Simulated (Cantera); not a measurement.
An adiabatic, constant-pressure homogeneous reactor starts with CO : H2 : CH4 : O2 : N2 = 1 : 0.55 : 0.24 : 3.8 : 14.3 (molar parts), equivalence ratio 0.33, at 1525 K and 1.50 bar. Integrator tolerance rtol = 1e-08.

Cantera simulation using GRI-Mech 3.0 (53 species, 325 reactions); the numbers are that mechanism's predictions, not measurements.

What does this change do: CH4 0.24 to 0.38 parts?


```
quantity                                                              before                                      after
---------------------------------  -----------------------------------------  -----------------------------------------
time of steepest temperature rise                                    25.0 µs                                    34.4 µs
temperature at 2.00 s                                                 2290 K                                     2391 K
equilibrium temperature                                               2290 K                                     2391 K
x(CO) at 2.00 s                      0.00159 (gas-phase equilibrium 0.00159)    0.00338 (gas-phase equilibrium 0.00338)
x(H2) at 2.00 s                    0.000233 (gas-phase equilibrium 0.000233)  0.000542 (gas-phase equilibrium 0.000542)
x(CH4) at 2.00 s                       <1e-12 (gas-phase equilibrium <1e-12)      <1e-12 (gas-phase equilibrium <1e-12)
x(O) at 2.00 s                       0.00137 (gas-phase equilibrium 0.00137)    0.00225 (gas-phase equilibrium 0.00225)
x(C2H6) at 2.00 s                      <1e-12 (gas-phase equilibrium <1e-12)      <1e-12 (gas-phase equilibrium <1e-12)
x(H) at 2.00 s                     0.000115 (gas-phase equilibrium 0.000115)  0.000291 (gas-phase equilibrium 0.000291)
```

What does this change do: constant volume in place of constant pressure?


| quantity | before | after |
|---|---|---|
| time of steepest temperature rise | 25.0 µs | 24.7 µs |
| temperature at 2.00 s | 2290 K | 2436 K |
| equilibrium temperature | 2290 K | 2436 K |
| x(CO) at 2.00 s | 0.00159 (gas-phase equilibrium 0.00159) | 0.00301 (gas-phase equilibrium 0.00301) |
| x(H2) at 2.00 s | 0.000233 (gas-phase equilibrium 0.000233) | 0.000408 (gas-phase equilibrium 0.000408) |
| x(CH4) at 2.00 s | <1e-12 (gas-phase equilibrium <1e-12) | <1e-12 (gas-phase equilibrium <1e-12) |
| x(O) at 2.00 s | 0.00137 (gas-phase equilibrium 0.00137) | 0.00244 (gas-phase equilibrium 0.00244) |
| x(C2H6) at 2.00 s | <1e-12 (gas-phase equilibrium <1e-12) | <1e-12 (gas-phase equilibrium <1e-12) |
| x(H) at 2.00 s | 0.000115 (gas-phase equilibrium 0.000115) | 0.000252 (gas-phase equilibrium 0.000252) |

What does this change do: initial temperature 1525 to 1400 K?


```json
[
 {"quantity": "time of steepest temperature rise", "before": "25.0 µs", "after": "40.2 µs"},
 {"quantity": "temperature at 2.00 s", "before": "2290 K", "after": "2192 K"},
 {"quantity": "equilibrium temperature", "before": "2290 K", "after": "2192 K"},
 {"quantity": "x(CO) at 2.00 s", "before": "0.00159 (gas-phase equilibrium 0.00159)", "after": "0.000840 (gas-phase equilibrium 0.000840)"},
 {"quantity": "x(H2) at 2.00 s", "before": "0.000233 (gas-phase equilibrium 0.000233)", "after": "0.000131 (gas-phase equilibrium 0.000131)"},
 {"quantity": "x(CH4) at 2.00 s", "before": "<1e-12 (gas-phase equilibrium <1e-12)", "after": "<1e-12 (gas-phase equilibrium <1e-12)"},
 {"quantity": "x(O) at 2.00 s", "before": "0.00137 (gas-phase equilibrium 0.00137)", "after": "0.000756 (gas-phase equilibrium 0.000756)"},
 {"quantity": "x(C2H6) at 2.00 s", "before": "<1e-12 (gas-phase equilibrium <1e-12)", "after": "<1e-12 (gas-phase equilibrium <1e-12)"},
 {"quantity": "x(H) at 2.00 s", "before": "0.000115 (gas-phase equilibrium 0.000115)", "after": "5.08e-5 (gas-phase equilibrium 5.08e-5)"}
]
```
